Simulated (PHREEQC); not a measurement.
0.03 g of hydrous ferric oxide (600 m²/g; 0.2 weak and 0.005 strong sites per Fe, Dzombak-Morel constants, diffuse double layer) in 1 kg of water with 0.001 mol/kgw of an inert sodium salt and 6e-05 mol/kgw NiCl2 and 3.9e-06 mol/kgw Na2SO4, at 25 °C; the pH is set by adding NaOH or the inert anion's acid. Oxygen alone is held at its pressure in air (log pO2 = -0.68). CO2 from the air is kept out. No solid was allowed to form.

Model: ion-association model, wateq4f.dat, run in PHREEQC.

```tsv
pH	Ni sorbed (%)	S sorbed (%)	surface charge σ (C/m²)	surface potential ψ (mV)
4	0.0	99.9	0.107	202
4.5	0.0	99.7	0.070	182
5	0.1	98.5	0.045	159
5.5	0.4	91.2	0.028	135
6	1.6	65.0	0.018	113
6.5	3.7	26.7	0.012	92
7	9.7	6.9	0.008	72
7.5	24.3	2.4	0.006	62
8	39.9	1.0	0.005	57
8.5	50.3	0.3	0.005	54
9	55.1	0.1	0.005	51
9.5	56.7	0.0	0.004	42
10	56.8	0.0	0.002	21
10.5	56.4	0.0	-0.001	-8
11	55.5	0.0	-0.005	-42
11.5	53.0	0.0	-0.018	-80
12	45.2	0.0	-0.063	-117
```

Along this series the solution becomes supersaturated in solids that the run did not let form, among them Ni(OH)2. Complexes and solids missing from the database can't appear.
